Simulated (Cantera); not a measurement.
Feed: 1 mol PbS, 0.93 mol H2, 8.2 mol N2, at 702 °C.

Method: chemical equilibrium by Gibbs-energy minimisation in Cantera with the NASA 1993 tables (ideal gas, pure condensed phases). Candidate condensed phases: Pb, PbS, S; 18 gas species. Rates play no part.

Problem. At 7500 Torr, list the 4 most abundant gas species with their mole fractions, and the condensed phases.

Solution. N2 0.898, H2 0.100, H2S 0.00138, NH3 0.000207. Condensed: Pb(l) + PbS(s).
